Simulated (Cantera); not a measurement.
An isothermal, constant-pressure homogeneous reactor starts with H₂ : O₂ = 0.12 : 1 (molar parts), equivalence ratio 0.060, at 1348 K and 2.18 Torr.

Model: GRI-Mech 3.0 (53 species, 325 reactions), integrated in Cantera. Radical loss at walls, strong at low pressure, is not modelled. The temperature is held fixed by assumption; the heat of reaction is taken as removed at once.

One state of this run: x H₂ = 0.00229; x O₂ = 0.839; x H = 0.0121; x H₂O₂ = 3.02e-8; x OH = 0.00827. x: mole fraction; the columns are a selection and need not sum to one.

Question: Which value of t (s) does it belong to?
A. 7.10
B. 0.317
C. 2.52
D. 0.00178

Answer: B, 0.317
